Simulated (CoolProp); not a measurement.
The fluid at 914.62 K and 3.68 MPa flows at 15 m/s in a round tube of 1 mm bore and 1.5 µm roughness, fully developed (64/Re and Nu = 3.66 if laminar; Colebrook and Gnielinski if turbulent). The same conditions are run with several fluids, on thermodynamics alone (safety and materials aside).

Model: reference Helmholtz-energy equation of state of each fluid (oxygen: Schmidt 1985; dry air: Lemmon 2000; carbon dioxide: Span 1996), in CoolProp. Blends and air are pseudo-pure fits.

| fluid | Reynolds number | Darcy friction factor | pressure drop (Pa/m) | heat-transfer coefficient (W/(m² K)) | mass flow (kg/h) |
|---|---|---|---|---|---|
| oxygen | ___ | 0.0392 | 67600 | 1150 | 0.650 |
| dry air | 5060 | 0.0389 | 60600 | 1100 | ___ |
| carbon dioxide | 8170 | ___ | ___ | 1760 | 0.897 |

### Question
What belongs in the gaps?

### Answer

- oxygen, Reynolds number: 4930
- dry air, mass flow (kg/h): 0.587
- carbon dioxide, Darcy friction factor: 0.0346
- carbon dioxide, pressure drop (Pa/m): 82400

Above 300 K oxygen's equation is extrapolated.

Transport values come from each fluid's own correlations.
